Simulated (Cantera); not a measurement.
An isothermal, constant-pressure homogeneous reactor starts with 91.4 % N2O, 8.41 % H2O, 0.201 % N2, at 1100 K and 1.01 bar.

Cantera simulation using GRI-Mech 3.0 (53 species, 325 reactions); the numbers are that mechanism's predictions, not measurements. GRI-Mech 3.0 was tuned for natural gas; its chemistry of N2O as a main component is partial and can be far from experiment. The mechanism lacks the step 2 NO + O2 → 2 NO2, which can matter for NO2 below about 1400 K. The temperature is held fixed by assumption; the heat of reaction is taken as removed at once.

x: mole fraction; the columns are a selection and need not sum to one.

```
t (s)       x N2O   x H2O    x HO2     x N2      x H2    x H2O2      x O
--------  -------  ------  -------  -------  --------  --------  -------
0.000900    0.914  0.0841  1.57e-6  0.00209       [?]   1.40e-8  4.04e-7
0.00220     0.914  0.0841  3.05e-6  0.00221       [?]   1.16e-7  4.03e-7
0.00538     0.913  0.0841  2.89e-6  0.00250       [?]   1.63e-7  4.03e-7
0.0131      0.912  0.0840  2.38e-6  0.00322       [?]   1.14e-7  4.00e-7
0.0321      0.909  0.0839  1.95e-6  0.00499       [?]   8.41e-8  3.93e-7
0.0785      0.903  0.0838  1.51e-6  0.00925       [?]   6.28e-8  3.77e-7
0.192       0.888  0.0833  1.03e-6   0.0194       [?]   4.96e-8  3.53e-7
0.469       0.853  0.0823  6.10e-7   0.0429       [?]   4.67e-8  3.27e-7
1.15        0.776  0.0801  3.23e-7   0.0943       [?]   4.78e-8  2.99e-7
2.80        0.627  0.0758  1.58e-7    0.194       [?]   4.51e-8  2.61e-7
6.85        0.403  0.0693  7.42e-8    0.345       [?]   3.55e-8  2.03e-7
16.7        0.172  0.0627  3.38e-8    0.500       [?]   2.10e-8  1.21e-7
40.9       0.0367  0.0588  1.36e-8    0.592       [?]   6.79e-9  3.74e-8
100       0.00181  0.0578  4.64e-9    0.616  2.04e-10  6.59e-10  3.29e-9
```

Complete the blanks.


- 0.000900, x H2: 2.12e-9
- 0.00220, x H2: 8.86e-9
- 0.00538, x H2: 2.50e-8
- 0.0131, x H2: 4.82e-8
- 0.0321, x H2: 5.50e-8
- 0.0785, x H2: 3.64e-8
- 0.192, x H2: 2.12e-8
- 0.469, x H2: 1.37e-8
- 1.15, x H2: 9.92e-9
- 2.80, x H2: 7.55e-9
- 6.85, x H2: 5.49e-9
- 16.7, x H2: 3.31e-9
- 40.9, x H2: 1.17e-9
